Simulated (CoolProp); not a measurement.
Properties of decamethylcyclopentasiloxane (D5) at several states (Tc = 345.1 °C, pc = 1.078 MPa, ω = 0.631).

Computed with CoolProp (reference Helmholtz-energy equation of state, Thol 2019).

```json
[
 {"T (°C)": "272.95", "p (MPa)": "0.033", "phase": "gas", "density (kg/m³)": "2.743", "isothermal compressibility (1/MPa)": "30.86", "expansivity (1/kK)": "1.957"},
 {"T (°C)": "194.75", "p (MPa)": "0.533", "phase": "liquid", "density (kg/m³)": "766.6", "isothermal compressibility (1/MPa)": "0.006956", "expansivity (1/kK)": "1.627"},
 {"T (°C)": "193.95", "p (MPa)": "0.0383", "phase": "gas", "density (kg/m³)": "3.800", "isothermal compressibility (1/MPa)": "27.17", "expansivity (1/kK)": "2.472"},
 {"T (°C)": "258.25", "p (MPa)": "0.029", "phase": "gas", "density (kg/m³)": "2.476", "isothermal compressibility (1/MPa)": "35.10", "expansivity (1/kK)": "2.008"},
 {"T (°C)": "265.45", "p (MPa)": "0.0138", "phase": "gas", "density (kg/m³)": "1.151", "isothermal compressibility (1/MPa)": "73.03", "expansivity (1/kK)": "1.911"},
 {"T (°C)": "-6.45", "p (MPa)": "2.56", "phase": "liquid", "density (kg/m³)": "990.4", "isothermal compressibility (1/MPa)": "0.001108", "expansivity (1/kK)": "1.083"}
]
```
